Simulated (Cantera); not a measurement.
A closed system holds: 1 mol CH4, 0.032 mol NH3, a varied amount of N2, at 3.30 bar.

Method: chemical equilibrium by Gibbs-energy minimisation in Cantera with the NASA 1993 tables (ideal gas, pure condensed phases). Candidate condensed phases: C, C6H6, C7H8, C8H18; 92 gas species. Rates play no part.

Question: What condenses at these points (T in °C, n(N2) in mol): (2527, 0.95); (1927, 1.7); (2527, 20); (2627, 20); (2527, 5.9)?

Answer: 
| T (°C) | n(N2) in mol | condensed phases | C condensed (%) |
|---|---|---|---|
| 2527 | 0.95 | C | 66.9 |
| 1927 | 1.7 | C | 92.9 |
| 2527 | 20 | C | 1.9 |
| 2627 | 20 | gas only | 0.0 |
| 2527 | 5.9 | C | 38.4 |
